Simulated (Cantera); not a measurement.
# Low-pressure radical oxidation in H2/O2

A perfectly stirred reactor is fed with 6.28 % H2, 93.7 % O2, equivalence ratio 0.034, at 24.0 Torr; it is held at 1173 K, and followed from long to short residence time.

Detailed kinetics in Cantera: the H2/O2 subset of GRI-Mech 3.0, which has no nitrogen chemistry. Radical loss at walls, strong at low pressure, is not modelled. The temperature is held fixed by assumption; the heat of reaction is taken as removed at once.

```tsv
τ (s)	x H2	x O2	x O	x OH	x H2O	x H
8.6	3.79e-5	0.935	0.000227	0.000309	0.0646	5.66e-6
2.9	7.46e-5	0.934	0.000468	0.000445	0.0645	1.68e-5
1.0	0.000143	0.934	0.000942	0.000637	0.0643	4.84e-5
0.35	0.000267	0.933	0.00185	0.000909	0.0639	0.000136
0.12	0.000498	0.931	0.00361	0.00131	0.0633	0.000382
0.041	0.000926	0.927	0.00677	0.00188	0.0621	0.00103
0.014	0.00172	0.921	0.0118	0.00266	0.0599	0.00258
0.0048	0.00325	0.914	0.0181	0.00365	0.0560	0.00551
0.0016	0.00651	0.907	0.0226	0.00483	0.0497	0.00943
0.00056	0.0134	0.906	0.0218	0.00587	0.0408	0.0118
0.00019	0.0290	0.915	0.0148	0.00577	0.0261	0.00957
```
x: mole fraction; the columns are a selection and need not sum to one.
